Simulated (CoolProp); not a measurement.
Sulfur dioxide along the isobar 56.9 bar: fugacity coefficient from the reference equation and from simpler models built on Tc = 157.5 °C, pc = 78.87 bar, ω = 0.256; each cubic takes its own stable root.

Model: reference Helmholtz-energy equation of state, Gao 2016, in CoolProp.

| T (°C) | phase | reference |
|---|---|---|
| -47.35 | liquid | 0.002712 |
| -26.25 | liquid | 0.009012 |
| -5.05 | liquid | 0.02393 |
| 16.15 | liquid | 0.05324 |
| 37.35 | liquid | 0.1032 |
| 58.45 | liquid | 0.1787 |
| 79.65 | liquid | 0.2836 |
| 100.85 | liquid | 0.4177 |
| 121.95 | liquid | 0.5761 |
| 143.15 | gas | 0.7222 |
| 164.35 | gas | 0.7699 |
| 185.55 | gas | 0.8063 |
| 206.65 | gas | 0.8354 |
| 227.85 | gas | 0.8594 |

**Question.** How far does each simpler model (van der Waals, Redlich-Kwong) lie from the reference over these 14 states: mean and median of the absolute difference, and the worst?

**Answer.** 
- van der Waals: mean 326.6 %, median 62.5 %, worst +2160.7 % at -47.35 °C and 56.9 bar
- Redlich-Kwong: mean 40.5 %, median 22.1 %, worst +149.0 % at -47.35 °C and 56.9 bar
